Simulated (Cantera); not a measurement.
Feed: 1 mol HMDSO, a varied amount of O₂, at 573 K and 9.10 Pa.

Cantera equilibrium calculation (NASA polynomials, part measured and part estimated; ideal gas, pure solids and liquids). Candidate condensed phases: C, C₆H₆, C₇H₈, C₈H₁₈, H₂O, Si, SiC, SiO₂; 123 gas species. The feed counts by its element totals alone. Equilibrium is a limit: real reactors are often held back by kinetics, nucleation or transport.

Which condensed phases are stable at each of these points (n(O₂) (mol)): 0.92, 1.4, 2.2, 3.3, 5.1, 7.7, 12, 18?


| n(O₂) (mol) | condensed phases | Si condensed (%) |
|---|---|---|
| 0.92 | C(graphite) + SiC(s) + SiO₂(α-quartz) | 100.0 |
| 1.4 | C(graphite) + SiC(s) + SiO₂(α-quartz) | 100.0 |
| 2.2 | C(graphite) + SiO₂(α-quartz) | 100.0 |
| 3.3 | C(graphite) + SiO₂(α-quartz) | 100.0 |
| 5.1 | C(graphite) + SiO₂(α-quartz) | 100.0 |
| 7.7 | C(graphite) + SiO₂(α-quartz) | 100.0 |
| 12 | SiO₂(α-quartz) | 100.0 |
| 18 | SiO₂(α-quartz) | 100.0 |

From 0.92 mol O₂ to 1.4 mol O₂ the condensed part is C(graphite) + SiC(s) + SiO₂(α-quartz). From 2.2 mol O₂ to 7.7 mol O₂ the condensed part is C(graphite) + SiO₂(α-quartz). From 12 mol O₂ to 18 mol O₂ the condensed part is SiO₂(α-quartz).
